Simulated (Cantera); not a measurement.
A closed system holds: 1 mol SiH4, 0.085 mol HCl, 14 mol H2, equilibrated at 1.70 bar.

Cantera equilibrium calculation (NASA polynomials, part measured and part estimated; ideal gas, pure solids and liquids). Candidate condensed phases: Si; 19 gas species. The numbers say what is thermodynamically allowed, not how fast it happens.

### Question
At 1648 K, list the 4 most abundant gas species with their mole fractions, and the condensed phases.

### Answer
H2 0.995, HCl 0.00509, SiCl2 9.25e-5, H 6.81e-5. Condensed: Si(s).
